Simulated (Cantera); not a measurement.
Feed: 1 mol Mg(OH)₂, 0.21 mol CO₂, at 10.0 mbar.

These are equilibrium values from Cantera (NASA tables, ideal gas, pure condensed phases), not measurements of a reactor. Candidate condensed phases: C, C₆H₆, C₇H₈, C₈H₁₈, H₂O, Mg, MgCO₃, MgO, Mg(OH)₂; 116 gas species. Kinetics and transport are ignored.

x: gas mole fraction; n: condensed amount in mol.

```tsv
T (°C)	x H₂O	x CO₂	x H₂	x O₂	x CO	n MgO(s)
1202	0.825	0.173	0.000559	___	0.000291	1.00
1227	0.825	0.173	0.000698	___	0.000379	1.00
1252	0.825	0.173	0.000866	___	0.000489	1.00
1277	0.824	0.173	0.00107	___	0.000625	1.00
1302	0.824	0.173	0.00131	___	0.000793	1.000
1327	0.823	0.172	0.00159	___	0.000998	1.000
1352	0.823	0.172	0.00192	___	0.00125	1.000
1377	0.822	0.172	0.00230	___	0.00155	1.000
1402	0.821	0.171	0.00275	___	0.00190	1.000
1427	0.820	0.171	0.00327	___	0.00233	1.000
1452	0.819	0.170	0.00387	___	0.00283	1.000
1477	0.817	0.169	0.00455	___	0.00341	1.000
1502	0.816	0.169	0.00533	___	0.00410	1.000
```

Problem. What belongs in the gaps?

Solution. 
- 1202, x O₂: 0.000396
- 1227, x O₂: 0.000500
- 1252, x O₂: 0.000627
- 1277, x O₂: 0.000780
- 1302, x O₂: 0.000965
- 1327, x O₂: 0.00119
- 1352, x O₂: 0.00145
- 1377, x O₂: 0.00175
- 1402, x O₂: 0.00212
- 1427, x O₂: 0.00254
- 1452, x O₂: 0.00302
- 1477, x O₂: 0.00359
- 1502, x O₂: 0.00423
